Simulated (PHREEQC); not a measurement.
**Copper plating or etch bath (model solution)**

Consider water at 25 °C with 0.1 mol/kgw CuSO4 and 0.19 mol/kgw NaCl. Closed to the air; pH follows from the charge balance.

Computed with PHREEQC (ion-association model, wateq4f.dat).

Each row changes one thing in this solution. Precipitation was switched off in this run.

```
case                              pH  ionic strength (mol/kgw)  Cu+2 (mol/kgw)  SO4-2 (mol/kgw)  CuSO4 (mol/kgw)  HSO4- (mol/kgw)  SI of Tenorite (CuO)  SI of Chalcanthite (CuSO4:5H2O)
------------------------------  ----  ------------------------  --------------  ---------------  ---------------  ---------------  --------------------  -------------------------------
as made                         4.53                     0.415          0.0580           0.0547           0.0343          5.11e-5                 -0.38                            -1.11
temperature from 25 to 20 °C    4.58                     0.418          0.0593           0.0548           0.0344          4.11e-5                 -0.45                            -1.08
CuSO4 from 0.1 to 0.05 mol/kgw     …                     0.315          0.0322           0.0301           0.0130          2.40e-5                 -0.39                            -1.54
diluted 5-fold with water       4.78                    0.0921          0.0137           0.0133          0.00572          1.06e-5                 -0.32                            -1.91
NaCl left out                   4.53                     0.206          0.0515           0.0515           0.0484          5.95e-5                 -0.35                            -0.97
temperature from 25 to 60 °C       …                     0.393          0.0454           0.0566           0.0304         0.000226                 +0.10                            -1.37
```

**Question.** Some entries are withheld; supply them.

**Answer.** 
- CuSO4 from 0.1 to 0.05 mol/kgw, pH: 4.63
- temperature from 25 to 60 °C, pH: 4.25

Complexes and solids missing from the database can't appear. Some of these states are supersaturated (in Atacamite, Antlerite, Brochantite, for instance). Away from 25 °C the constants follow the database's enthalpies or fits; those with neither stay at their 25 °C values.
